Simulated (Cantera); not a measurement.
Cantera with NASA thermochemical tables; ideal gases at 1 bar, condensed phases pure. Values are per mole of reaction as written; species without (g) are pure solids or liquids, kept so even where they would boil at 1 bar. TaC: taken at fixed stoichiometry.

### Question
Between 2123 and 2923 K, where is each reaction favourable under standard conditions?
- Ta2O5 + 2 CO(g) → 2 TaC + 7 O(g)
- 7 O2(g) + 4 TaC → 2 Ta2O5 + 4 CO(g)
- 5 N2O(g) + Ta2O5 → 10 NO(g) + 2 Ta

### Answer
- Ta2O5 + 2 CO(g) → 2 TaC + 7 O(g): ΔG° is 2263 kJ at 2123 K and 1764 kJ at 2923 K; it stays positive (K < 1). ΔH° is 3569 kJ and ΔS° 617 J/K at 2923 K.
- 7 O2(g) + 4 TaC → 2 Ta2O5 + 4 CO(g): ΔG° is -2940 kJ at 2123 K and -2694 kJ at 2923 K; it stays negative (K > 1). ΔH° is -3545 kJ and ΔS° -291 J/K at 2923 K.
- 5 N2O(g) + Ta2O5 → 10 NO(g) + 2 Ta: ΔG° is 626 kJ at 2123 K and 3 kJ at 2923 K; it stays positive (K < 1). ΔH° is 2231 kJ and ΔS° 762 J/K at 2923 K.
